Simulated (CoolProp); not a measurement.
The numbers come from the reference Helmholtz-energy equation of state, Akasaka 2024 in CoolProp.

Q: Give the vapour pressure (MPa), liquid density (kg/m³), enthalpy of vaporisation (kJ/kg), liquid cp (kJ/(kg K)) of saturated R1132(E) at 7.05, 20.95, 25.65 °C.

A: 
```tsv
T (°C)	p (MPa)	liquid density (kg/m³)	enthalpy of vaporisation (kJ/kg)	liquid cp (kJ/(kg K))
7.05	1.01	980	242	1.78
20.95	1.49	932	221	1.88
25.65	1.69	914	214	1.93
```
